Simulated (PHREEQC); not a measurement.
Consider water at 20 °C with 15 mmol/kgw HBF4 and 3.6 mmol/kgw ZnSO4. Closed to the air; pH follows from the charge balance.

Model: ion-association model, wateq4f.dat, run in PHREEQC.

This is a speciation only: nothing precipitates in the calculation.

### Question
Order these F species by the share of F that they hold, largest first: HF, F-, BF3OH-, BF2(OH)2-, BF4-.

### Answer
BF4- (85 %), HF (10 %), BF3OH- (3.4 %), F- (0.77 %), BF2(OH)2- (0.42 %)

### Question
Order these S species by the share of S that they hold, largest first: SO4-2, Zn(SO4)2-2, HSO4-, ZnSO4.

### Answer
SO4-2 (53 %), HSO4- (34 %), ZnSO4 (12 %), Zn(SO4)2-2 (0.40 %)

The pH is 1.95 and the ionic strength 0.0242 mol/kgw. Species that the database lacks are ignored. Real BF4- forms and hydrolyses slowly; the run takes it at equilibrium.
